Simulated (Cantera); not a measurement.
What does this Cantera script print?

```python
import numpy as np
import cantera as ct

gas_names = """
    Pb H2O2 H2
""".split()
cond_names = """
    PbO(rd) PbO(yw) PbO(L)
""".split()


# ... load() reads the species with a 1 bar reference pressure and builds the phases ...
species = {s.name: s for s in load("nasa_gas.yaml", gas_names) + load("nasa_condensed.yaml", cond_names)}
# Each term lists the table entries of one substance; the one whose range holds T is used.
reactions = {
    '2 Pb(g) + H2O2(g) = H2(g) + 2 PbO':
        [(-2, ['Pb']), (-1, ['H2O2']), (1, ['H2']), (2, ['PbO(rd)', 'PbO(yw)', 'PbO(L)'])],
}


def pick(names, T):
    return next(species[n] for n in names if species[n].thermo.min_temp <= T <= species[n].thermo.max_temp)


results = []
for label, terms in reactions.items():
    print(label)
    print("     T/K   dH/kJ  dS/(J/K)   dG/kJ   log10 K")
    for T in [300, 450, 600, 750, 900, 1050, 1200, 1350, 1500, 1650, 1800]:
        used = [(nu, pick(names, T)) for nu, names in terms]
        dH = sum(nu * s.thermo.h(T) for nu, s in used) / 1e6
        dS = sum(nu * s.thermo.s(T) for nu, s in used) / 1e3
        dG = dH - T * dS / 1e3
        logK = -dG * 1e6 / (ct.gas_constant * T * np.log(10))
        results.append((label, T, dH, dS, dG, logK, [s.name for _, s in used]))
        print(f"{T:8g} {dH:8.1f} {dS:8.1f} {dG:8.1f} {logK:8.2f}")
```

Result:

```
2 Pb(g) + H2O2(g) = H2(g) + 2 PbO
     T/K   dH/kJ  dS/(J/K)   dG/kJ   log10 K
     300   -692.8   -321.7   -596.3   103.83
     450   -686.7   -305.3   -549.4    63.77
     600   -680.0   -292.5   -504.6    43.92
     750   -673.3   -282.5   -461.5    32.14
     900   -666.9   -274.7   -419.7    24.36
    1050   -660.7   -268.3   -379.0    18.85
    1200   -602.7   -218.1   -341.0    14.84
    1350   -594.7   -211.8   -308.8    11.95
    1500   -587.1   -206.4   -277.5     9.66
    1650   -579.9   -201.8   -246.8     7.81
    1800   -573.0   -197.9   -216.9     6.29
```

Cantera with NASA thermochemical tables; ideal gases at 1 bar, condensed phases pure. Condensed species are held in their standard states even where they would react or evaporate.
